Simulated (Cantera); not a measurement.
# Pb + O₂ + CO (metals in furnace atmospheres)

Input: 1 mol Pb, 0.0079 mol O₂, 2.3 mol CO, held at 33.0 Pa.

Method: chemical equilibrium by Gibbs-energy minimisation in Cantera with the NASA 1993 tables (ideal gas, pure condensed phases). Candidate condensed phases: C, Pb, PbO, PbO₂, Pb₃O₄; 15 gas species. Equilibrium is a limit: real reactors are often held back by kinetics, nucleation or transport.

```csv
T (K),log p CO,log p Pb,log p CO₂,log p Pb₂,log p PbO,n Pb(l)
873,-3.49,-6.20,-5.65,-12.65,-15.27,0.996
948,-3.49,-5.32,-5.65,-11.18,-13.64,0.966
1023,-3.52,-4.57,-5.68,-9.93,-12.26,0.798
1098,-3.64,-4.00,-5.80,-8.99,-11.14,0
1173,-3.64,-4.00,-5.80,-9.18,-10.67,0
1248,-3.64,-4.00,-5.80,-9.34,-10.25,0
1323,-3.64,-4.00,-5.80,-9.48,-9.88,0
1398,-3.64,-4.00,-5.80,-9.61,-9.56,0
1473,-3.64,-4.00,-5.80,-9.73,-9.26,0
```
log p: log10 of the partial pressure in bar; n: condensed amount in mol.

From 873 K to 1023 K the condensed part is Pb(l). From 1098 K to 1473 K nothing is condensed. The main Pb-bearing gas is Pb throughout.
